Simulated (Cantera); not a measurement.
An isothermal, constant-pressure homogeneous reactor starts with NH3 : N2 = 1 : 1.1 (molar parts), at 1573 K and 1330 Pa. Integrator tolerance rtol = 1e-08.

Cantera simulation using the gas-phase N/H chemistry of the illustrative SiF4/NH3 mechanism in the Surface Chemkin manual (1991); the numbers are that mechanism's predictions, not measurements. Walls and surfaces, which speed up NH3 decomposition in real reactors, are not modelled.

### Question
What does this change do: temperature 1573 to 2400 K?

### Answer
```csv
quantity,before,after
x(NH3) at 2.00 s,0.470 (gas-phase equilibrium 1.60e-7),8.91e-8 (gas-phase equilibrium 2.94e-8)
x(NH2) at 2.00 s,0.000133 (gas-phase equilibrium 1.90e-10),4.46e-8 (gas-phase equilibrium 2.04e-8)
x(N2) at 2.00 s,0.524 (gas-phase equilibrium 0.516),0.499 (gas-phase equilibrium 0.493)
x(H2) at 2.00 s,0.00669 (gas-phase equilibrium 0.484),0.434 (gas-phase equilibrium 0.417)
x(N) at 2.00 s,4.29e-9 (gas-phase equilibrium 2.24e-12),7.64e-7 (gas-phase equilibrium 6.74e-7)
x(NH) at 2.00 s,5.33e-7 (gas-phase equilibrium 7.70e-12),1.34e-7 (gas-phase equilibrium 8.52e-8)
x(N2H4) at 2.00 s,9.36e-9 (gas-phase equilibrium <1e-12),<1e-12 (gas-phase equilibrium <1e-12)
```

### Question
What does this change do: temperature 1573 to 2300 K?

### Answer
```json
[
 {"quantity": "x(NH3) at 2.00 s", "before": "0.470 (gas-phase equilibrium 1.60e-7)", "after": "1.37e-6 (gas-phase equilibrium 3.63e-8)"},
 {"quantity": "x(NH2) at 2.00 s", "before": "0.000133 (gas-phase equilibrium 1.90e-10)", "after": "2.74e-7 (gas-phase equilibrium 1.46e-8)"},
 {"quantity": "x(N2) at 2.00 s", "before": "0.524 (gas-phase equilibrium 0.516)", "after": "0.509 (gas-phase equilibrium 0.502)"},
 {"quantity": "x(H2) at 2.00 s", "before": "0.00669 (gas-phase equilibrium 0.484)", "after": "0.462 (gas-phase equilibrium 0.442)"},
 {"quantity": "x(N) at 2.00 s", "before": "4.29e-9 (gas-phase equilibrium 2.24e-12)", "after": "1.10e-6 (gas-phase equilibrium 2.39e-7)"},
 {"quantity": "x(NH) at 2.00 s", "before": "5.33e-7 (gas-phase equilibrium 7.70e-12)", "after": "3.78e-7 (gas-phase equilibrium 4.06e-8)"},
 {"quantity": "x(N2H4) at 2.00 s", "before": "9.36e-9 (gas-phase equilibrium <1e-12)", "after": "<1e-12 (gas-phase equilibrium <1e-12)"}
]
```
